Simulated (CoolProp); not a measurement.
Computed with CoolProp (reference Helmholtz-energy equation of state, Platzer 1990). This equation is an older, rougher fit.

Question: For R21, give the phase and the Z, cp (kJ/(kg K)), speed of sound (m/s), Joule-Thomson coefficient (K/MPa) at 473 K and 5.67 bar; 473 K and 11.3 bar; 473 K and 15.1 bar.

Answer: 
- 473 K and 5.67 bar: gas; Z 0.968, cp 0.756, speed of sound 202, Joule-Thomson coefficient 10.4
- 473 K and 11.3 bar: gas; Z 0.935, cp 0.782, speed of sound 197, Joule-Thomson coefficient 10.7
- 473 K and 15.1 bar: gas; Z 0.912, cp 0.803, speed of sound 194, Joule-Thomson coefficient 10.9
